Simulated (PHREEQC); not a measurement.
Make-up at 25 °C: 66 mmol/kgw TMAH, 0.39 mmol/kgw H4SiO4 and 2.2 mmol/kgw (CH3)4NCl. Closed to the air; pH follows from the charge balance.

Model: ion-association model, phreeqc.dat, run in PHREEQC.

Task: The ionic strength comes out as 0.0683 mol/kgw. What activity coefficients do H2SiO4-2, H3SiO4-, Cl-, OH- get?

Result: H2SiO4-2 0.43, H3SiO4- 0.80, Cl- 0.79, OH- 0.79.

This is a speciation only: nothing precipitates in the calculation. Species that the database lacks are ignored. (CH3)4N+ isn't in the database: it is added as a free cation with an ion size of 4 Å.
